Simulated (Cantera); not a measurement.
Charge: 1 mol C2F6, 0.68 mol F2, 1.8 mol H2, held at 2325 K and 10.0 mbar.

Equilibrium computed with Cantera from the NASA thermochemical tables; the gas is ideal and each condensed phase is pure. The feed counts by its element totals alone. Gases not in the tables: C2F6 and larger saturated fluorocarbons. Kinetics and transport are ignored.

```tsv
species	before	after
F	0.198	0.490
HF	0.606	0.490
CF	0.00362	0.00895
CF2	0.166	0.00824
CF4	0.0222	4.41e-7
CF3	0.00347	3.44e-6
C3	2.64e-6	0.000326
C2	2.36e-7	2.91e-5
C	1.25e-6	0.000154
H	4.74e-5	0.00191
C(graphite), mol	0.839	1.87
```
Gas species are given as mole fractions.

Task: Name the change that produced these shifts.
A) pressure from 10.0 mbar to 8.10 Pa
B) temperature from 2325 K to 1673.15 K
C) temperature from 2325 K to 973 K
D) pressure from 10.0 mbar to 0.133 bar

Result: A, pressure from 10.0 mbar to 8.10 Pa
